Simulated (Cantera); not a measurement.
A Cantera script and its output.

```python
import numpy as np
import cantera as ct

gas = ct.Solution("gri30.yaml")


def delay(T, t_max=10):
    gas.TPX = T, 1100000, {'CH3OH': 1, 'O2': 0.789, 'N2': 2.97, 'H2O': 0.2}
    reactor = ct.IdealGasConstPressureReactor(gas, clone=False)
    net = ct.ReactorNet([reactor])
    net.rtol, net.atol = 1e-8, 1e-16
    while net.time < t_max:
        t_old, T_old = net.time, reactor.T
        net.step()
        if reactor.T > T + 400:  # ignition: a rise of 400 K
            return t_old + (T + 400 - T_old) / (reactor.T - T_old) * (net.time - t_old)
    return np.nan


taus = []
for T in [1175, 1250, 1325, 1400, 1475, 1550, 1625, 1700, 1775]:
    taus.append(delay(T))
    print(f"T0 = {T:6g} K   tau = {taus[-1]:.4e} s")
```

Output:

```
T0 =   1175 K   tau = 1.7266e-03 s
T0 =   1250 K   tau = 4.9553e-04 s
T0 =   1325 K   tau = 1.6555e-04 s
T0 =   1400 K   tau = 6.3307e-05 s
T0 =   1475 K   tau = 2.7332e-05 s
T0 =   1550 K   tau = 1.3141e-05 s
T0 =   1625 K   tau = 6.9318e-06 s
T0 =   1700 K   tau = 3.9525e-06 s
T0 =   1775 K   tau = 2.4059e-06 s
```

Detailed kinetics in Cantera: GRI-Mech 3.0 (53 species, 325 reactions). GRI-Mech 3.0 was tuned for natural gas; its chemistry of methanol as a main component is partial and can be far from experiment.
